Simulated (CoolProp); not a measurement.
A simple Rankine cycle with vinyl chloride: condensing at 289.15 K, boiler at 1.43 MPa, turbine inlet 351.4 K, turbine efficiency 0.6, pump efficiency 0.8, no recuperator. Each further row changes one setting.

Model: reference Helmholtz-energy equation of state, Thol 2022, in CoolProp.

| case | thermal efficiency (%) | net work (kJ/kg) | heat in (kJ/kg) | turbine exit temperature (K) | volume ratio over the turbine |
|---|---|---|---|---|---|
| as stated | 8.9 | 32.5 | 365 | 291.7 | 4.56 |
| turbine inlet 371.4 K | 9.1 | 35.3 | 389 | 314.2 | 4.52 |
| condensing temperature 281.15 K | 10.0 | 37.7 | 377 | 283.6 | 5.84 |
| boiler pressure 1 MPa | 7.2 | 27.1 | 375 | 308.7 | 3.17 |
| turbine efficiency 0.5 | 7.3 | 26.8 | 365 | 297.8 | 4.68 |
